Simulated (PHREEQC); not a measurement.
# Leach liquor (model solution)

A solution holds 130 mmol/kgw HCl, 2.6 mmol/kgw NiSO4 and 17 mmol/kgw MnSO4, at 20 °C. Closed to the air; pH follows from the charge balance.

The numbers come from PHREEQC with the ion-association model, wateq4f.dat.

Each row changes one thing in this solution. Precipitation was switched off in this run.

```
case                                             pH  ionic strength (mol/kgw)  HSO4- (mol/kgw)  SO4-2 (mol/kgw)  Ni+2 (mol/kgw)  NiCl+ (mol/kgw)  SI of Morenosite (NiSO4:7H2O)
---------------------------------------------  ----  ------------------------  ---------------  ---------------  --------------  ---------------  -----------------------------
as made                                        1.03                     0.170           0.0143          0.00417         0.00217         0.000217                          -3.65
temperature from 20 to 70 °C                    ___                     0.166           0.0171          0.00163             ___         0.000204                          -4.45
diluted 10-fold with water                     1.96                    0.0188              ___          0.00112        0.000238          4.52e-6                          -4.64
MnSO4 replaced by NaHSO4 at the same molality  0.97                     0.159           0.0155              ___         0.00216              ___                          -3.67
temperature from 20 to 40 °C                   1.04                     0.168           0.0155          0.00299         0.00220         0.000212                          -3.96
```

### Question
Some entries are withheld; supply them.

### Answer

- temperature from 20 to 70 °C, pH: 1.05
- temperature from 20 to 70 °C, Ni+2 (mol/kgw): 0.00227
- diluted 10-fold with water, HSO4- (mol/kgw): 0.000724
- MnSO4 replaced by NaHSO4 at the same molality, SO4-2 (mol/kgw): 0.00388
- MnSO4 replaced by NaHSO4 at the same molality, NiCl+ (mol/kgw): 0.000224

Complexes and solids missing from the database can't appear. Away from 25 °C the constants follow the database's enthalpies or fits; those with neither stay at their 25 °C values.
